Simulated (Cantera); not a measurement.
Feed: 1 mol FeS2, 1.6 mol H2, 0.49 mol N2, at 1100 K and 0.0890 bar.

Method: chemical equilibrium by Gibbs-energy minimisation in Cantera with the NASA 1993 tables (ideal gas, pure condensed phases). Candidate condensed phases: Fe, FeS, FeS2, S; 16 gas species. FeS: taken at fixed stoichiometry. Gases not in the tables: S3 to S7. The numbers say what is thermodynamically allowed, not how fast it happens.

**Question.** What is the equilibrium state?

**Answer.** 
- x(H2S): 0.454
- x(H2): 0.304
- x(N2): 0.232
- x(S2): 0.00975
- x(SH): 0.000101
- x(NH3): 2.28e-6
- n(FeS(s)): 1.00 mol
- gas amount: 2.111 mol
- log10 activity of S(l) (absent): -2.14
- log10 activity of Fe(α) (absent): -2.82
